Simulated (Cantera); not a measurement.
Standard-state values (1 bar) from the NASA 1993 polynomials, evaluated with Cantera. Values are per mole of reaction as written; species without (g) are pure solids or liquids, kept so even where they would boil at 1 bar.

2 FeCl2 + 2 HCl(g) = H2(g) + 2 FeCl3(g), with ΔH° = 362.0 kJ and ΔS° = 209.2 J/K at 300 K.

Problem. How far is the shortcut ΔG° ≈ ΔH°(300 K) − T·ΔS°(300 K) from the full temperature-dependent value at 1250, 1275, 1300, 1325, 1350, 1375, 1400, 1425, 1450, 1475 K?

Solution. 
```json
[
 {"T (K)": "1250", "shortcut (kJ)": "100.4", "full (kJ)": "155.4", "difference (kJ)": "-54.9", "difference in log10 K": "2.29", "condensed phases": "FeCl2(l)"},
 {"T (K)": "1275", "shortcut (kJ)": "95.2", "full (kJ)": "153.8", "difference (kJ)": "-58.6", "difference in log10 K": "2.40", "condensed phases": "FeCl2(l)"},
 {"T (K)": "1300", "shortcut (kJ)": "90.0", "full (kJ)": "152.3", "difference (kJ)": "-62.4", "difference in log10 K": "2.51", "condensed phases": "FeCl2(l)"},
 {"T (K)": "1325", "shortcut (kJ)": "84.8", "full (kJ)": "150.9", "difference (kJ)": "-66.1", "difference in log10 K": "2.61", "condensed phases": "FeCl2(l)"},
 {"T (K)": "1350", "shortcut (kJ)": "79.5", "full (kJ)": "149.5", "difference (kJ)": "-70.0", "difference in log10 K": "2.71", "condensed phases": "FeCl2(l)"},
 {"T (K)": "1375", "shortcut (kJ)": "74.3", "full (kJ)": "148.1", "difference (kJ)": "-73.8", "difference in log10 K": "2.80", "condensed phases": "FeCl2(l)"},
 {"T (K)": "1400", "shortcut (kJ)": "69.1", "full (kJ)": "146.8", "difference (kJ)": "-77.7", "difference in log10 K": "2.90", "condensed phases": "FeCl2(l)"},
 {"T (K)": "1425", "shortcut (kJ)": "63.8", "full (kJ)": "145.4", "difference (kJ)": "-81.6", "difference in log10 K": "2.99", "condensed phases": "FeCl2(l)"},
 {"T (K)": "1450", "shortcut (kJ)": "58.6", "full (kJ)": "144.2", "difference (kJ)": "-85.6", "difference in log10 K": "3.08", "condensed phases": "FeCl2(l)"},
 {"T (K)": "1475", "shortcut (kJ)": "53.4", "full (kJ)": "142.9", "difference (kJ)": "-89.5", "difference in log10 K": "3.17", "condensed phases": "FeCl2(l)"}
]
```
The shortcut ignores heat capacities and the phase changes listed.
